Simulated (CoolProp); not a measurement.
CH2F2 (R32) at 252.63 K and 0.29 MPa is compressed adiabatically to 1.81 MPa with isentropic efficiency 0.6. Each further row changes one setting.

Values from CoolProp's reference Helmholtz-energy equation of state, Tillner-Roth 1997.

| case | work (kJ/kg) | final temperature (K) | final density (kg/m³) |
|---|---|---|---|
| as stated | (withheld) | (withheld) | (withheld) |
| efficiency 1 | 81.5 | (withheld) | 35.0 |
| efficiency 0.65 | (withheld) | (withheld) | 30.3 |

Question: Fill in the missing entries.

Answer: 
- as stated, work (kJ/kg): 136
- as stated, final temperature (K): 413.3
- as stated, final density (kg/m³): 29.4
- efficiency 1, final temperature (K): 364.3
- efficiency 0.65, work (kJ/kg): 125
- efficiency 0.65, final temperature (K): 403.9
